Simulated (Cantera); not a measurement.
Cantera run, input and output.

```python
import numpy as np
import cantera as ct

gas = ct.Solution("gri30.yaml", transport_model="multicomponent")
show = ['NH3', 'CO2', 'N2']

rows = []
print(f"{'T/K':>7s}{'rho':>11s}{'cp':>10s}{'mu':>11s}{'lambda':>11s}{'Pr':>7s}" + "".join(f"{'D_' + s:>11s}" for s in show))
for T in [400, 600, 800, 1000, 1200, 1400, 1600]:
    gas.TPX = T, 19, {'NO': 0.94, 'N2O': 0.3}
    Pr = gas.cp_mass * gas.viscosity / gas.thermal_conductivity
    D = [gas.mix_diff_coeffs_mole[gas.species_index(s)] for s in show]
    rows.append([gas.density, gas.cp_mass, gas.viscosity, gas.thermal_conductivity, Pr, *D])
    print(f"{T:7g}{gas.density:11.4e}{gas.cp_mass:10.1f}{gas.viscosity:11.4e}"
          f"{gas.thermal_conductivity:11.4e}{Pr:7.3f}" + "".join(f"{d:11.4e}" for d in D))
print("SI units: kg/m3, J/kg/K, Pa s, W/m/K, m2/s")
```

It prints:

```
    T/K        rho        cp         mu     lambda     Pr      D_NH3      D_CO2       D_N2
    400 1.9078e-04     989.5 2.2042e-05 3.0527e-02  0.715 1.8605e-01 1.2806e-01 1.6901e-01
    600 1.2719e-04    1060.2 2.9701e-05 4.3869e-02  0.718 3.9457e-01 2.6395e-01 3.3958e-01
    800 9.5391e-05    1123.9 3.6283e-05 5.6716e-02  0.719 6.6006e-01 4.3468e-01 5.5237e-01
   1000 7.6313e-05    1171.6 4.2193e-05 6.8713e-02  0.719 9.7529e-01 6.3629e-01 8.0303e-01
   1200 6.3594e-05    1202.3 4.7634e-05 7.9618e-02  0.719 1.3355e+00 8.6613e-01 1.0886e+00
   1400 5.4509e-05    1227.5 5.2724e-05 8.9992e-02  0.719 1.7373e+00 1.1223e+00 1.4070e+00
   1600 4.7696e-05    1248.0 5.7539e-05 9.9875e-02  0.719 2.1784e+00 1.4034e+00 1.7564e+00
SI units: kg/m3, J/kg/K, Pa s, W/m/K, m2/s
```

Computed with Cantera and GRI-Mech 3.0 (53 species, 325 reactions). The composition is frozen, though it would react at the higher temperatures.
